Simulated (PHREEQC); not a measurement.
Nickel, zinc or cadmium bath

Make-up at 25 °C: 0.0046 mol/kgw ZnCl2, 0.00081 mol/kgw Na2SO4 and 0.037 mol/kgw HCl. Closed to the air; pH follows from the charge balance.

Equilibrium calculation in PHREEQC: ion-association model, phreeqc.dat.

No solid was allowed to form.

**Question.** What pH does the model give?

**Answer.** pH 1.51.

**Question.** In which forms is Zn present?

**Answer.** Zn+2 93 %, ZnCl+ 5.3 %, ZnSO4 1.3 % of the Zn.
